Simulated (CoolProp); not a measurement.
Computed with CoolProp (reference Helmholtz-energy equation of state, Smukala 2000).

Question: Give the vapour pressure (MPa), vapour density (kg/m³), enthalpy of vaporisation (kJ/kg), liquid cp (kJ/(kg K)) of saturated ethylene at 204.8 K.

Answer: 
| T (K) | p (MPa) | vapour density (kg/m³) | enthalpy of vaporisation (kJ/kg) | liquid cp (kJ/(kg K)) |
|---|---|---|---|---|
| 204.8 | 0.552 | 10.2 | 423 | 2.56 |
